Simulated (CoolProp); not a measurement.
Vapour-liquid equilibrium of CHF3 (R23) (1) + R22 (2) at 187.1 K; x and y are mole fractions of (1).

Model: multi-fluid Helmholtz-energy mixture model, Penoncello 2003 and Kamei 1995; pair parameters Bell 2016, in CoolProp.

| x | bubble pressure (MPa) | y at the bubble point | dew pressure at overall composition x (MPa) | liquid density (mol/L) |
|---|---|---|---|---|
| 0.05 | 0.01181 | 0.467 | 0.006921 | 17.88 |
| 0.125 | 0.01924 | 0.696 | 0.007479 | 18.09 |
| 0.2 | 0.02617 | 0.793 | 0.008134 | 18.31 |
| 0.275 | 0.03257 | 0.847 | 0.008915 | 18.53 |
| 0.35 | 0.03846 | 0.881 | 0.009860 | 18.75 |
| 0.425 | 0.04389 | 0.905 | 0.01103 | 18.97 |
| 0.5 | 0.04892 | 0.923 | 0.01251 | 19.20 |
| 0.575 | 0.05365 | 0.938 | 0.01445 | 19.43 |
| 0.65 | 0.05817 | 0.950 | 0.01710 | 19.67 |
| 0.725 | 0.06258 | 0.961 | 0.02091 | 19.91 |
| 0.8 | 0.06700 | 0.972 | 0.02687 | 20.16 |
| 0.875 | 0.07156 | 0.982 | 0.03728 | 20.42 |
| 0.95 | 0.07637 | 0.993 | 0.05804 | 20.68 |

No azeotrope shows between x = 0.05 and 0.95.

Pair parameters are fitted to limited data, so mixtures are less certain than the pure fluids.
